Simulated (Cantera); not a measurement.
A closed system holds: 1 mol Cu₂O, 1.6 mol CO, 0.26 mol H₂, held at 0.133 bar.

Equilibrium computed with Cantera from the NASA thermochemical tables; the gas is ideal and each condensed phase is pure. Candidate condensed phases: C, C₆H₆, C₇H₈, C₈H₁₈, Cu, CuO, Cu(OH)₂, Cu₂O, H₂O; 113 gas species. Kinetics and transport are ignored. All values below are at 1398 K.

Base state: CO₂ 0.441, CO 0.420, H₂O 0.0970, H₂ 0.0427 (mole fractions); condensed: Cu(l).

**Question.** What changes in the equilibrium state with this change: Cu₂O replaced by Fe₂O₃?

**Answer.** 
```
species      before   after
-----------  ------  ------
CO₂           0.441   0.441
CO            0.420   0.420
H₂O          0.0970  0.0970
H₂           0.0427  0.0427
Cu(l), mol     2.00       0
FeO(s), mol       0    2.00
```
The tables' stoichiometric FeO is somewhat more stable than real wüstite, so its field is too wide. FeO: taken at fixed stoichiometry. Further candidate phases: Fe, Fe(CO)₅, FeO, Fe(OH)₂, Fe(OH)₃, Fe₂O₃, Fe₃O₄.
